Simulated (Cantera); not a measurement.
Feed: 1 mol AlCl₃, 28 mol N₂, equilibrated at 873 K and 0.00510 bar.

Equilibrium computed with Cantera from the NASA thermochemical tables; the gas is ideal and each condensed phase is pure. Candidate condensed phases: Al, AlCl₃, AlN; 11 gas species. Kinetics and transport are ignored.

Base state: N₂ 0.966, AlCl₃ 0.0345 (mole fractions); condensed: gas only.

**Question.** What changes in the equilibrium state with this change: N₂ from 28 to 0.5 mol?

**Answer.** 
```json
[
 {"species": "AlCl₃", "before": "0.0345", "after": "0.664"},
 {"species": "N₂", "before": "0.966", "after": "0.334"},
 {"species": "Al₂Cl₆", "before": "4.60e-6", "after": "0.00171"}
]
```
